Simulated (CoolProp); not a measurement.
Computed with CoolProp (reference Helmholtz-energy equation of state, Zhou 2012).

Task: For m-xylene, give the phase and the Prandtl number at 620 K and 0.0868 MPa; 620 K and 1.02 MPa.

Result: 
- 620 K and 0.0868 MPa: gas; Prandtl number 0.688
- 620 K and 1.02 MPa: gas; Prandtl number 0.736

Viscosity comes from a separate model (Cao 2016). Thermal conductivity comes from a separate model (Mylona 2014).
